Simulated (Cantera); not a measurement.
Feed: 1 mol TEOS, 0.2 mol N2O, 11 mol H2, 0.18 mol CO2, held at 625 K and 10000 Pa.

Method: chemical equilibrium by Gibbs-energy minimisation in Cantera with the NASA 1993 tables (ideal gas, pure condensed phases). Candidate condensed phases: C, C6H6, C7H8, C8H18, H2O, Si, SiC, SiO2, Si2N2O, Si3N4; 151 gas species. The feed counts by its element totals alone. Rates play no part.

Base state: CH4 0.495, H2 0.320, H2O 0.163, N2 0.0140, CO2 0.00779, CO 0.000737, NH3 5.88e-5 (mole fractions); condensed: C(graphite) + SiO2(α-quartz).

Q: What changes in the equilibrium state with this change: pressure from 10000 Pa to 1330 Pa?

A: 
```json
[
 {"species": "H2", "before": "0.320", "after": "0.610"},
 {"species": "CH4", "before": "0.495", "after": "0.240"},
 {"species": "H2O", "before": "0.163", "after": "0.127"},
 {"species": "N2", "before": "0.0140", "after": "0.0116"},
 {"species": "NH3", "before": "5.88e-5", "after": "1.88e-5"},
 {"species": "CO", "before": "0.000737", "after": "0.00225"},
 {"species": "C(graphite), mol", "before": "1.00", "after": "3.83"},
 {"species": "SiO2(α-quartz), mol", "before": "1.00", "after": "1.00"}
]
```

Q: What changes in the equilibrium state with this change: temperature from 625 K to 1348.15 K?

A: 
```csv
species,before,after
H2,0.320,0.883
CO,0.000737,0.108
N2,0.0140,0.00841
CH4,0.495,0.000455
H2O,0.163,5.54e-5
HCN,<1e-9,2.76e-5
CO2,0.00779,3.45e-6
NH3,5.88e-5,7.84e-7
"C(graphite), mol",1.00,5.61
"SiO2(α-quartz), mol",1.00,0
"SiO2(β-quartz), mol",0,1.000
```
The tables hold silica as quartz up to 1696 K and as liquid above; real silica turns to tridymite and cristobalite and melts near 1996 K.
